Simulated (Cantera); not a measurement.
Input: 1 mol Ca(OH)2, 9.1 mol CO2, 0.047 mol H2O, equilibrated at 1350 K and 2250 Torr.

These are equilibrium values from Cantera (NASA tables, ideal gas, pure condensed phases), not measurements of a reactor. Candidate condensed phases: C, C6H6, C7H8, C8H18, Ca, CaCO3, CaO, Ca(OH)2, H2O; 115 gas species. The numbers say what is thermodynamically allowed, not how fast it happens.

Base state: CO2 0.897, H2O 0.103, CO 4.36e-5, O2 2.27e-5 (mole fractions); condensed: CaO(s).

What changes in the equilibrium state with this change: Ca(OH)2 replaced by MgSO4?


```
species       before    after
-----------  -------  -------
CO2            0.897    0.856
SO2                0   0.0911
O2           2.27e-5   0.0456
H2O            0.103  0.00442
SO3                0  0.00296
CO           4.36e-5  9.29e-7
CaO(s), mol     1.00        0
MgO(s), mol        0     1.00
```
Further candidate phases: H2SO4, Mg, MgCO3, MgO, Mg(OH)2, MgS, MgSO4, S.
